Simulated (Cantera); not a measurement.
An adiabatic, constant-pressure homogeneous reactor starts with H2 : O2 : N2 = 1 : 0.217 : 1.22 (molar parts), at 1173 K and 71000 Pa.

Cantera simulation using the H2/O2 subset of GRI-Mech 3.0, which has no nitrogen chemistry; the numbers are that mechanism's predictions, not measurements.

x: mole fraction; the columns are a selection and need not sum to one.

| t (s) | T (K) | x H2 | x O2 | x H2O2 | x H | x HO2 | x OH | x O |
|---|---|---|---|---|---|---|---|---|
| 7.00e-6 | 1173 | 0.410 | 0.0890 | 3.81e-11 | 1.19e-8 | 8.18e-9 | 3.35e-10 | 6.73e-10 |
| 1.47e-5 | 1173 | 0.410 | 0.0890 | 1.89e-10 | 5.33e-8 | 2.14e-8 | 1.55e-9 | 3.15e-9 |
| 3.11e-5 | 1173 | 0.410 | 0.0890 | 1.52e-9 | 7.34e-7 | 1.38e-7 | 2.15e-8 | 4.38e-8 |
| 6.54e-5 | 1173 | 0.410 | 0.0889 | 1.91e-7 | ___ | ___ | ___ | ___ |
| 0.000138 | 1792 | 0.200 | 0.000794 | 2.05e-7 | 0.0959 | 3.82e-7 | 0.00545 | 0.00204 |
| 0.000290 | 2122 | 0.227 | 0.000257 | 4.31e-8 | 0.0488 | 1.32e-7 | 0.00487 | 0.000742 |
| 0.000612 | 2274 | 0.240 | 8.57e-5 | 1.59e-8 | 0.0271 | 5.59e-8 | 0.00332 | 0.000258 |
| 0.00129 | 2354 | 0.246 | 2.91e-5 | 6.81e-9 | 0.0156 | 2.22e-8 | 0.00210 | 8.95e-5 |
| 0.00272 | 2389 | 0.249 | 1.34e-5 | 3.62e-9 | 0.0105 | 1.05e-8 | 0.00147 | 4.17e-5 |
| 0.00572 | 2396 | 0.250 | 1.07e-5 | 2.99e-9 | 0.00941 | 8.36e-9 | 0.00133 | 3.35e-5 |
| 0.0121 | 2397 | 0.250 | 1.06e-5 | 2.97e-9 | 0.00936 | 8.28e-9 | 0.00132 | 3.32e-5 |
| 0.0254 | 2397 | 0.250 | 1.06e-5 | 2.97e-9 | 0.00936 | 8.28e-9 | 0.00132 | 3.32e-5 |
| 0.0535 | 2397 | 0.250 | 1.06e-5 | 2.97e-9 | 0.00936 | 8.28e-9 | 0.00132 | 3.32e-5 |
| 0.113 | 2397 | 0.250 | 1.06e-5 | 2.97e-9 | 0.00936 | 8.28e-9 | 0.00132 | 3.32e-5 |
| 0.237 | 2397 | 0.250 | 1.06e-5 | 2.97e-9 | 0.00936 | 8.28e-9 | 0.00132 | 3.32e-5 |
| 0.500 | 2397 | 0.250 | 1.06e-5 | 2.97e-9 | 0.00936 | 8.28e-9 | 0.00132 | 3.32e-5 |

Fill in the missing entries.


- 6.54e-5, x H: 0.000154
- 6.54e-5, x HO2: 1.65e-5
- 6.54e-5, x OH: 4.86e-6
- 6.54e-5, x O: 9.18e-6
